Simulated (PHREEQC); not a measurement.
Consider water at 25 °C with 2.3 mmol/kgw TMAH, 0.023 mmol/kgw H4SiO4 and 58 mmol/kgw K2CO3. Closed to the air; pH follows from the charge balance.

All values are PHREEQC results (ion-association model, phreeqc.dat), not measurements.

This is a speciation only: nothing precipitates in the calculation.

Problem. Order these Si species by the share of Si that they hold, largest first: H4SiO4, H2SiO4-2, H3SiO4-.

Solution. H3SiO4- (94 %), H2SiO4-2 (4.2 %), H4SiO4 (1.5 %)

The pH is 11.46 and the ionic strength 0.174 mol/kgw. (CH3)4N+ isn't in the database: it is added as a free cation with an ion size of 4 Å.
